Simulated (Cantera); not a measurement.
Input: 1 mol SiH2Cl2, 3.7 mol O2, 33 mol N2, held at 72.0 Pa.

Cantera equilibrium calculation (NASA polynomials, part measured and part estimated; ideal gas, pure solids and liquids). Candidate condensed phases: H2O, NH4Cl, Si, SiO2, Si2N2O, Si3N4; 47 gas species. The tables hold silica as quartz up to 1696 K and as liquid above; real silica turns to tridymite and cristobalite and melts near 1996 K. Rates play no part.

Task: At 902 °C, list the 7 most abundant gas species with their mole fractions, and the condensed phases.

Result: N2 0.875, O2 0.0702, HCl 0.0479, Cl 0.00367, H2O 0.00258, Cl2 0.000741, NO 9.81e-5. Condensed: SiO2(β-quartz).
